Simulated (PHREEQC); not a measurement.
Make-up at 35 °C: 0.025 mol/kgw HBr, 0.0028 mol/kgw FeCl3 and 0.00012 mol/kgw MgCl2. Closed to the air; pH follows from the charge balance.

The numbers come from PHREEQC with the ion-association model, phreeqc.dat.

```tsv
quantity	before	after
pH	1.66	1.66
ionic strength (mol/kgw)	0.0402	0.0269
Fe+3 (mol/kgw)	0.00192	0.000212
FeOH+2 (mol/kgw)	0.000530	6.22e-5
Fe2(OH)2+4 (mol/kgw)	2.32e-5	2.58e-7
SI of Goethite (FeOOH)	+3.01	+2.13
SI of Hematite (Fe2O3)	+8.08	+6.31
```

Question: Which change was made?
(A) 0.014 mol/kgw NaCl added
(B) HBr replaced by CdBr2 at the same molality
(C) FeCl3 from 0.0028 to 0.00028 mol/kgw
(D) MgCl2 from 0.00012 to 0.00018 mol/kgw
(E) MgCl2 replaced by NH4Cl at the same molality

Answer: C, FeCl3 from 0.0028 to 0.00028 mol/kgw

This is a speciation only: nothing precipitates in the calculation. Some of these states are supersaturated (in Hematite (slow to form), Goethite (slow to form), for instance).
